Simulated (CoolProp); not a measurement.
Methanol at 298.15 K and 0.00469 MPa flows at 12 m/s in a round tube of 4.6 mm bore and 1.5 µm roughness, fully developed (64/Re and Nu = 3.66 if laminar; Colebrook and Gnielinski if turbulent). Each further row changes one setting.

Computed with CoolProp (reference Helmholtz-energy equation of state, de Reuck 1993).

```tsv
case	Reynolds number	Darcy friction factor	pressure drop (Pa/m)	heat-transfer coefficient (W/(m² K))	mass flow (kg/h)
as stated	348	0.184	175	12.0	0.0437
velocity 24 m/s	696	0.0919	350	12.0	0.0873
diameter 9.2 mm	696	0.0919	43.8	6.00	0.175
```

Viscosity comes from a separate model (Xiang 2006). Thermal conductivity comes from a separate model (Sykioti 2013).
